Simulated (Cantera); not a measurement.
Feed: 1 mol HF, a varied amount of O₂, 7.8 mol N₂, 0.047 mol H₂, equilibrated at 2500 K and 0.133 bar.

Method: chemical equilibrium by Gibbs-energy minimisation in Cantera with the NASA 1993 tables (ideal gas, pure condensed phases). Candidate condensed phases: H₂O; 40 gas species. The numbers say what is thermodynamically allowed, not how fast it happens.

Q: At 0.96 mol O₂, list the 6 most abundant gas species with their mole fractions, and the condensed phases.

A: N₂ 0.784, HF 0.100, O₂ 0.0814, NO 0.0143, O 0.0113, OH 0.00329. Condensed: gas only.
